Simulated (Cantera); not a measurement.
Input (Python, Cantera):

```python
import numpy as np
import cantera as ct

gas = ct.Solution("h2o2.yaml")
gas.TPX = 925, 100000, {'H2': 1.7, 'O2': 1, 'N2': 4.1, 'H2O': 0.043}
reactor = ct.IdealGasConstPressureReactor(gas, energy="off", clone=False)
net = ct.ReactorNet([reactor])
net.rtol, net.atol = 1e-08, 1e-18
show = ['H2', 'O2', 'H2O2', 'OH', 'O', 'H']
times = np.geomspace(0.0002, 5, 9)

steps = ct.SolutionArray(gas, extra=["t"])
rows = []
print(f"{'t/s':>10s}{'T/K':>9s}{'P/Pa':>11s}" + "".join(f"{s:>11s}" for s in show))
for t in times:
    while net.time < t:
        t_next = net.step()
        steps.append(gas.state, t=t_next)
    rows.append([np.interp(t, steps.t, y) for y in (steps.T, steps.P, *steps(*show).X.T)])
    print(f"{t:10.3e}{rows[-1][0]:9.1f}{rows[-1][1]:11.4g}" + "".join(f"{x:11.3e}" for x in rows[-1][2:]))
rate = np.gradient(steps.T, steps.t)
print("integrator steps:", len(steps.t))
if steps.T.max() > steps.T[0] + 200:
    print(f"time of steepest temperature rise: {steps.t[rate.argmax()]:.4e} s")
gas.TPX = 925, 100000, {'H2': 1.7, 'O2': 1, 'N2': 4.1, 'H2O': 0.043}
gas.equilibrate("TP")
print(f"equilibrium (TP): T = {gas.T:.1f} K  " + "  ".join(f"{s} {gas[s].X[0]:.3e}" for s in show))
```

Result:

```
       t/s      T/K       P/Pa         H2         O2       H2O2         OH          O          H
 2.000e-04    925.0      1e+05  2.484e-01  1.461e-01  1.296e-11  1.558e-12  5.975e-12  5.209e-11
 7.092e-04    925.0      1e+05  2.484e-01  1.461e-01  1.849e-10  1.774e-12  6.795e-12  5.924e-11
 2.515e-03    925.0      1e+05  2.484e-01  1.461e-01  2.566e-09  2.726e-12  1.032e-11  8.998e-11
 8.918e-03    925.0      1e+05  2.484e-01  1.461e-01  4.440e-08  9.951e-12  3.576e-11  3.117e-10
 3.162e-02    925.0      1e+05  2.484e-01  1.461e-01  3.668e-06  3.516e-10  1.072e-09  9.340e-09
 1.121e-01    925.0      1e+05  2.445e-01  1.439e-01  5.774e-04  4.465e-08  7.206e-08  6.341e-07
 3.976e-01    925.0      1e+05  1.991e-01  1.216e-01  9.107e-04  5.157e-08  5.731e-08  4.944e-07
 1.410e+00    925.0      1e+05  1.101e-01  7.841e-02  5.169e-04  4.333e-08  3.237e-08  2.437e-07
 5.000e+00    925.0      1e+05  1.531e-02  3.244e-02  7.545e-05  4.340e-08  1.957e-08  6.177e-08
integrator steps: 1037
equilibrium (TP): T = 925.0 K  H2 1.446e-11  O2 2.503e-02  H2O2 4.595e-11  OH 2.370e-08  O 2.133e-12  H 9.966e-16
```

Cantera simulation using the H2/O2 subset of GRI-Mech 3.0, which has no nitrogen chemistry; the numbers are that mechanism's predictions, not measurements. Below about 950 K walls govern HO2 and H2O2 in real vessels. The temperature is held fixed by assumption; the heat of reaction is taken as removed at once.
